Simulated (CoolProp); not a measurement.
Vapour-liquid equilibrium of ethylene (1) + isobutane (2) at 0.0443 MPa; x and y are mole fractions of (1).

Values from CoolProp's multi-fluid Helmholtz-energy mixture model, Smukala 2000 and Bücker 2006; pair parameters Bell 2016.

```
x     bubble temperature, mixture model (K)  bubble temperature, Raoult's law (K)  y, mixture model  y, Raoult's law
----  -------------------------------------  ------------------------------------  ----------------  ---------------
0.05                                  216.6                                 212.0             0.749            0.816
0.2                                   186.7                                 183.5             0.975            0.982
0.35                                  175.0                                 173.2             0.993            0.994
0.5                                   168.1                                 167.1             0.998            0.998
0.65                                  163.3                                 162.9             0.999            0.999
0.8                                   159.9                                 159.8             1.000            1.000
0.95                                  157.3                                 157.3             1.000            1.000
```

The largest gap from Raoult's law is +4.6 K in bubble temperature, at x = 0.05. No azeotrope shows between x = 0.05 and 0.95.

The pair parameters rest on a limited set of measurements; away from them the model extrapolates.
